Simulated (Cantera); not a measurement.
A closed system holds: 1 mol SiHCl3, 35 mol NH3, 90 mol H2, at 2.40 mbar.

Method: chemical equilibrium by Gibbs-energy minimisation in Cantera with the NASA 1993 tables (ideal gas, pure condensed phases). Candidate condensed phases: NH4Cl, Si, Si3N4; 28 gas species. The tables' values for SiCl, SiN are old estimates; treat these amounts as uncertain. Gases not in the tables: Si2H6 and higher silanes. Equilibrium is a limit: real reactors are often held back by kinetics, nucleation or transport.

log p: log10 of the partial pressure in bar; n: condensed amount in mol.

| T (K) | log p H2 | log p N2 | log p H | log p HCl | log p Si | log p SiCl2 | n Si3N4(s) | n Si(s) | n Si(l) |
|---|---|---|---|---|---|---|---|---|---|
| 1148 | -2.68 | -3.60 | -8.48 | -4.35 | <-14 | -8.80 | 0.333 | 0 | 0 |
| 1248 | -2.68 | -3.60 | [?] | -4.35 | [?] | [?] | 0.333 | 0 | 0 |
| 1348 | -2.68 | -3.60 | -6.97 | -4.35 | -11.17 | -7.03 | 0.331 | 0 | 0 |
| 1448 | -2.68 | -3.60 | -6.37 | -4.36 | -9.32 | -6.34 | 0.323 | 0 | 0 |
| 1548 | -2.68 | -3.60 | -5.85 | -4.38 | -7.72 | -5.79 | 0.296 | 0 | 0 |
| 1648 | -2.68 | -3.59 | -5.39 | -4.41 | -6.59 | -5.59 | 0 | 0.800 | 0 |
| 1748 | -2.68 | -3.59 | -4.98 | -4.41 | -5.84 | -5.61 | 0 | 0 | 0.712 |
| 1848 | -2.68 | -3.59 | [?] | -4.41 | [?] | [?] | 0 | 0 | [?] |
| 1948 | -2.69 | -3.59 | -4.29 | -4.39 | -4.91 | -5.97 | 0 | 0 | 0 |
| 2048 | -2.70 | -3.60 | -4.00 | -4.39 | -4.88 | -6.48 | 0 | 0 | 0 |

**Question.** Some entries are withheld; supply them.

**Answer.** 
- 1248, log p H: -7.67
- 1248, log p Si: -13.33
- 1248, log p SiCl2: -7.84
- 1848, log p H: -4.62
- 1848, log p Si: -5.20
- 1848, log p SiCl2: -5.67
- 1848, n Si(l): 0.360
